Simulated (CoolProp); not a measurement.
A simple Rankine cycle with water: condensing at 325.15 K, boiler at 6.1 MPa, turbine inlet 589.8 K, turbine efficiency 0.6, pump efficiency 0.6, no recuperator. Each further row changes one setting.

Model: reference Helmholtz-energy equation of state, Wagner 2002, in CoolProp.

```json
[
 {"case": "as stated", "thermal efficiency (%)": "___", "net work (kJ/kg)": "___", "heat in (kJ/kg)": "2710", "turbine exit temperature (K)": "325.2", "volume ratio over the turbine": "263"},
 {"case": "turbine inlet 609.8 K", "thermal efficiency (%)": "21.0", "net work (kJ/kg)": "581", "heat in (kJ/kg)": "2770", "turbine exit temperature (K)": "325.2", "volume ratio over the turbine": "___"},
 {"case": "condensing temperature 317.15 K", "thermal efficiency (%)": "21.5", "net work (kJ/kg)": "590", "heat in (kJ/kg)": "2740", "turbine exit temperature (K)": "317.2", "volume ratio over the turbine": "383"},
 {"case": "boiler pressure 4.27 MPa", "thermal efficiency (%)": "20.0", "net work (kJ/kg)": "555", "heat in (kJ/kg)": "2770", "turbine exit temperature (K)": "325.2", "volume ratio over the turbine": "179"},
 {"case": "turbine efficiency 0.5", "thermal efficiency (%)": "17.3", "net work (kJ/kg)": "___", "heat in (kJ/kg)": "2710", "turbine exit temperature (K)": "325.2", "volume ratio over the turbine": "275"}
]
```

Question: What belongs in the gaps?

Answer: 
- as stated, thermal efficiency (%): 20.8
- as stated, net work (kJ/kg): 564
- turbine inlet 609.8 K, volume ratio over the turbine: 253
- turbine efficiency 0.5, net work (kJ/kg): 468

The expansion ends wet for: as stated; turbine inlet 609.8 K; condensing temperature 317.15 K; boiler pressure 4.27 MPa; turbine efficiency 0.5.
